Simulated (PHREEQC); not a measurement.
Solution (20 °C): 0.21 mol/kgw NaH2PO4, 9.4e-05 mol/kgw NaOH and 0.0013 mol/kgw H3AsO4. Closed to the air; pH follows from the charge balance.

Computed with PHREEQC (ion-association model, wateq4f.dat).

Each row changes one thing in this solution. No solid was allowed to form.

| case | pH | ionic strength (mol/kgw) | H3PO4 (mol/kgw) | HPO4-2 (mol/kgw) | NaHPO4- (mol/kgw) |
|---|---|---|---|---|---|
| as made | 4.12 | 0.211 | 0.00156 | 0.000414 | 4.99e-5 |
| H3AsO4 left out | 4.42 | 0.211 | 0.000785 | 0.000827 | 9.97e-5 |
| temperature from 20 to 70 °C | 4.23 | 0.211 | 0.00196 | 0.000755 | 8.10e-5 |
| NaOH from 9.4e-05 to 0.00047 mol/kgw | 4.20 | 0.211 | 0.00130 | 0.000498 | 6.02e-5 |
| H3AsO4 from 0.0013 to 0.00117 mol/kgw | 4.14 | 0.211 | 0.00147 | 0.000440 | 5.31e-5 |
| H3AsO4 replaced by Na2HAsO4 at the same molality | 4.71 | 0.214 | 0.000401 | 0.00162 | 0.000196 |
| 0.0077 mol/kgw HF added | 3.47 | 0.210 | 0.00675 | 9.15e-5 | 1.10e-5 |
| diluted 10-fold with water | 4.35 | 0.0211 | 0.000113 | 4.23e-5 | 1.00e-6 |

Species that the database lacks are ignored. H3PO4, which wateq4f.dat lacks, is added to it with the constant of phreeqc.dat. Away from 25 °C the constants follow the database's enthalpies or fits; those with neither stay at their 25 °C values.
